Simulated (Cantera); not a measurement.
MgO + C + CO (carbothermic reduction)

Charge: 1 mol MgO, a varied amount of C, 0.033 mol CO, held at 1250 °C and 52.0 Pa.

Cantera equilibrium calculation (NASA polynomials, part measured and part estimated; ideal gas, pure solids and liquids). Candidate condensed phases: C, Mg, MgCO₃, MgO; 15 gas species. Kinetics and transport are ignored.

```tsv
n(C) (mol)	log p CO	log p Mg	log p CO₂	log p Mg₂	n MgO(s)	n C(graphite)
0.78	-3.58	-3.59	-9.15	-10.79	0.220	0
1.2	-3.58	-3.59	-10.42	-10.78	0	0.200
1.6	-3.58	-3.59	-10.42	-10.78	0	0.600
2.1	-3.58	-3.59	-10.42	-10.78	0	1.10
2.5	-3.58	-3.59	-10.42	-10.78	0	1.50
2.9	-3.58	-3.59	-10.42	-10.78	0	1.90
3.3	-3.58	-3.59	-10.42	-10.78	0	2.30
3.7	-3.58	-3.59	-10.42	-10.78	0	2.70
4.2	-3.58	-3.59	-10.42	-10.78	0	3.20
4.6	-3.58	-3.59	-10.42	-10.78	0	3.60
5	-3.58	-3.59	-10.42	-10.78	0	4.00
```
log p: log10 of the partial pressure in bar; n: condensed amount in mol.

At 0.78 mol C the condensed part is MgO(s). From 1.2 mol C to 5 mol C the condensed part is C(graphite). The main Mg-bearing gas is Mg throughout.
